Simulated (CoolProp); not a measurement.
Vapour-liquid equilibrium of R22 (1) + R152A (2) at 59.05 °C; x and y are mole fractions of (1).

Computed with CoolProp (multi-fluid Helmholtz-energy mixture model, Kamei 1995 and Outcalt 1996; pair parameters Bell 2016).

Give the bubble pressure and the first vapour's composition at x = 0.15, 0.35, 0.95. Is there an azeotrope?

x = 0.15: 1567 kPa, y = 0.188; x = 0.35: 1714 kPa, y = 0.419; x = 0.95: 2316 kPa, y = 0.965. No azeotrope shows between x = 0.05 and 0.95.

Pair parameters are fitted to limited data, so mixtures are less certain than the pure fluids.
